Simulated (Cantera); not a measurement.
Mixture: CH₄ : H₂ : O₂ : N₂ = 1 : 0.083 : 1.46 : 5.48 (molar parts), at 5.03 atm, adiabatic and at constant volume. Ignition delay is the time to a rise of 400 K.

Model: GRI-Mech 3.0 (53 species, 325 reactions), integrated in Cantera.

### Question
Predict: delay at 1275 K; delay at 1375 K; delay at 1475 K; delay at 1575 K; delay at 1675 K; delay at 1775 K; delay at 1875 K; apparent activation energy between 1675 and 1875 K.

### Answer
```
Item                                                     Value
--------------------------------------------------  ----------
delay at 1275 K                                        2.03 ms
delay at 1375 K                                       0.772 ms
delay at 1475 K                                       0.301 ms
delay at 1575 K                                       0.124 ms
delay at 1675 K                                        55.3 µs
delay at 1775 K                                        26.9 µs
delay at 1875 K                                        14.3 µs
apparent activation energy between 1675 and 1875 K  180 kJ/mol
```
